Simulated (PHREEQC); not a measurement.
# Copper plating or etch bath: speciation

Make-up at 55 °C: 0.037 mol/kgw CuSO4, 3.5e-05 mol/kgw HBF4 and 8.3e-05 mol/kgw H3BO3. Closed to the air; pH follows from the charge balance.

All values are PHREEQC results (ion-association model, wateq4f.dat), not measurements.

Each row changes one thing in this solution. Precipitation was switched off in this run.

| case | pH | ionic strength (mol/kgw) | Cu+2 (mol/kgw) | SO4-2 (mol/kgw) | CuSO4 (mol/kgw) | HSO4- (mol/kgw) | SI of Tenorite (CuO) |
|---|---|---|---|---|---|---|---|
| as made | 4.22 | 0.0839 | 0.0209 | 0.0209 | 0.0160 | 0.000123 | -0.24 |
| 0.0017 mol/kgw HBr added | 3.25 | 0.0850 | 0.0214 | 0.0203 | 0.0156 | 0.00110 | -2.16 |
| H3BO3 left out | 4.22 | 0.0839 | 0.0209 | 0.0209 | 0.0160 | 0.000123 | -0.24 |
| diluted 10-fold with water | 4.69 | 0.0115 | 0.00286 | 0.00287 | 0.000825 | 8.44e-6 | +0.04 |
| temperature from 55 to 60 °C | 4.20 | 0.0836 | 0.0209 | 0.0208 | 0.0160 | 0.000144 | -0.12 |
| 0.0066 mol/kgw CaSO4 added | 4.24 | 0.0967 | 0.0205 | 0.0241 | 0.0164 | 0.000129 | -0.22 |
| H3BO3 from 8.3e-05 to 8.3e-06 mol/kgw | 4.22 | 0.0839 | 0.0209 | 0.0209 | 0.0160 | 0.000123 | -0.24 |
| HBF4 from 3.5e-05 to 7e-06 mol/kgw | 4.34 | 0.0839 | 0.0209 | 0.0209 | 0.0160 | 9.26e-5 | +0.01 |

Constants without temperature data keep their 25 °C values here. Real BF4- forms and hydrolyses slowly; the run takes it at equilibrium.
